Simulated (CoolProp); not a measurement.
A single-stage vapour-compression cycle with cyclopentane: evaporating at 282.15 K (dew point), condensing at 348.15 K (bubble point), superheat 8 K, subcooling 5 K, compressor efficiency 0.85, no pressure losses. Each further row changes one setting.

Values from CoolProp's reference Helmholtz-energy equation of state, Gedanitz 2015.

```json
[
 {"case": "as stated", "cooling COP": "3.04", "pressure ratio": "10.2", "discharge temperature (K)": "370.4", "refrigerating effect (kJ/kg)": "311", "volumetric capacity (kJ/m³)": "198"},
 {"case": "evaporating temperature 287.15 K", "cooling COP": "[?]", "pressure ratio": "8.17", "discharge temperature (K)": "368.1", "refrigerating effect (kJ/kg)": "317", "volumetric capacity (kJ/m³)": "[?]"},
 {"case": "condensing temperature 343.15 K", "cooling COP": "3.36", "pressure ratio": "8.84", "discharge temperature (K)": "[?]", "refrigerating effect (kJ/kg)": "322", "volumetric capacity (kJ/m³)": "204"},
 {"case": "subcooling 10 K", "cooling COP": "3.14", "pressure ratio": "10.2", "discharge temperature (K)": "370.4", "refrigerating effect (kJ/kg)": "322", "volumetric capacity (kJ/m³)": "204"},
 {"case": "superheat 18 K", "cooling COP": "[?]", "pressure ratio": "10.2", "discharge temperature (K)": "379.8", "refrigerating effect (kJ/kg)": "[?]", "volumetric capacity (kJ/m³)": "198"},
 {"case": "compressor efficiency 0.75", "cooling COP": "2.68", "pressure ratio": "10.2", "discharge temperature (K)": "[?]", "refrigerating effect (kJ/kg)": "311", "volumetric capacity (kJ/m³)": "198"}
]
```

Question: Complete the blanks.

Answer: 
- evaporating temperature 287.15 K, cooling COP: 3.41
- evaporating temperature 287.15 K, volumetric capacity (kJ/m³): 247
- condensing temperature 343.15 K, discharge temperature (K): 365.6
- superheat 18 K, cooling COP: 3.06
- superheat 18 K, refrigerating effect (kJ/kg): 323
- compressor efficiency 0.75, discharge temperature (K): 378.9
